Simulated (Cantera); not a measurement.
Feed: 1 mol SiH4, 0.0057 mol Cl2, 290 mol N2, at 1098 K and 5700 Pa.

Method: chemical equilibrium by Gibbs-energy minimisation in Cantera with the NASA 1993 tables (ideal gas, pure condensed phases). Candidate condensed phases: NH4Cl, Si, Si3N4; 28 gas species. N2 is the only nitrogen source here; it is nearly inert below about 1500 K, so the nitride shown seldom forms there in practice. Kinetics and transport are ignored.

### Question
What is the equilibrium state?

### Answer
| Quantity | Result |
|---|---|
| x(N2) | 0.993 |
| x(H2) | 0.00685 |
| x(HCl) | 3.91e-5 |
| n(Si3N4(s)) | 0.333 mol |
| gas amount | 291.3 mol |
| log10 activity of Si(s) (absent) | -5.20 |
